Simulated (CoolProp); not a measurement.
Saturation properties of p-xylene.

The numbers come from the reference Helmholtz-energy equation of state, Zhou 2012 in CoolProp.

| T (K) | p (bar) | liquid density (kg/m³) | vapour density (kg/m³) | enthalpy of vaporisation (kJ/kg) | surface tension (mN/m) | liquid conductivity (mW/(m K)) |
|---|---|---|---|---|---|---|
| 460.9 | 3.232 | 700.9 | 9.987 | 303.1 | 11.7 | 90.8 |
| 467 | 3.658 | 694.0 | 11.27 | 298.6 | 11.1 | 89.8 |
| 473 | 4.118 | 687.0 | 12.66 | 293.9 | 10.6 | 88.9 |
| 479.1 | 4.630 | 679.8 | 14.22 | 289.1 | 10.0 | 88.0 |
| 485.1 | 5.179 | 672.5 | 15.90 | 284.2 | 9.51 | 87.1 |
| 491.2 | 5.786 | 664.9 | 17.78 | 279.1 | 8.98 | 86.3 |
| 497.2 | 6.435 | 657.3 | 19.80 | 273.9 | 8.46 | 85.5 |
| 503.3 | 7.149 | 649.3 | 22.06 | 268.4 | 7.94 | 84.7 |
| 509.3 | 7.909 | 641.3 | 24.51 | 262.8 | 7.43 | 84.0 |
| 515.4 | 8.742 | 632.9 | 27.24 | 256.9 | 6.92 | 83.3 |
| 521.4 | 9.625 | 624.3 | 30.19 | 250.8 | 6.43 | 82.7 |
| 527.5 | 10.59 | 615.3 | 33.50 | 244.4 | 5.93 | 82.0 |
| 533.5 | 11.61 | 606.1 | 37.09 | 237.7 | 5.45 | 81.5 |
| 539.6 | 12.72 | 596.4 | 41.13 | 230.6 | 4.96 | 80.9 |
| 545.6 | 13.90 | 586.4 | 45.55 | 223.2 | 4.50 | 80.4 |

It boils at 411.5 K under 1 atm.

Thermal conductivity comes from a separate model (Mylona 2014). Surface tension comes from a separate correlation (Mulero 2014).
